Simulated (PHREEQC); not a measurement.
Make-up at 55 °C: 0.013 mol NaH2PO4, 0.00074 mol HNO3 and 0.0023 mol H3AsO4 per kg of water. Closed to the air; pH follows from the charge balance.

Equilibrium calculation in PHREEQC: ion-association model, wateq4f.dat.

Each row changes one thing in this solution. This is a speciation only: nothing precipitates in the calculation.

```csv
case,pH,ionic strength (mol/kgw),H2AsO4- (mol/kgw),H3AsO4 (mol/kgw),HAsO4-2 (mol/kgw)
as made,3.07,0.0140,0.00193,0.000372,2.58e-7
NaH2PO4 from 0.013 to 0.13 mol/kgw,3.81,0.130,0.00223,6.51e-5,2.63e-6
HNO3 from 0.00074 to 0.000148 mol/kgw,3.17,0.0138,0.00199,0.000304,3.38e-7
H3AsO4 replaced by Na2HAsO4 at the same molality,6.00,0.0191,0.00205,4.57e-7,0.000247
temperature from 55 to 40 °C,3.03,0.0140,0.00194,0.000364,2.21e-7
NaH2PO4 left out,2.67,0.00225,0.00151,0.000790,6.50e-8
diluted 10-fold with water,3.64,0.00154,0.000218,1.22e-5,8.58e-8
0.00044 mol/kgw KCl added,3.07,0.0144,0.00193,0.000372,2.59e-7
```

Complexes and solids missing from the database can't appear. H3PO4, which wateq4f.dat lacks, is added to it with the constant of phreeqc.dat. At this temperature some constants are extrapolated from 25 °C, and those without enthalpy data are left unchanged.
